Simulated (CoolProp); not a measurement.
Normal hydrogen along the isotherm 34.8 K: Z from the reference equation and from simpler models built on Tc = 33.1 K, pc = 1.296 MPa, ω = -0.219; each cubic takes its own stable root.

Computed with CoolProp (reference Helmholtz-energy equation of state, Leachman 2009).

```csv
p (MPa),phase,reference,van der Waals,Redlich-Kwong,Soave-Redlich-Kwong,Peng-Robinson
0.72,gas,0.8187,0.8306,0.8155,0.8099,0.7907
1.44,supercritical,0.5132,0.5313,0.5374,0.5031,0.4710
2.16,supercritical,0.3160,0.3948,0.3526,0.3364,0.3049
2.88,supercritical,0.3783,0.4724,0.4020,0.3914,0.3533
3.6,supercritical,0.4462,0.5559,0.4625,0.4536,0.4087
4.32,supercritical,0.5142,0.6396,0.5246,0.5164,0.4648
5.04,supercritical,0.5814,0.7227,0.5863,0.5786,0.5206
5.76,supercritical,0.6476,0.8048,0.6475,0.6401,0.5757
6.48,supercritical,0.7128,0.8861,0.7079,0.7007,0.6302
```
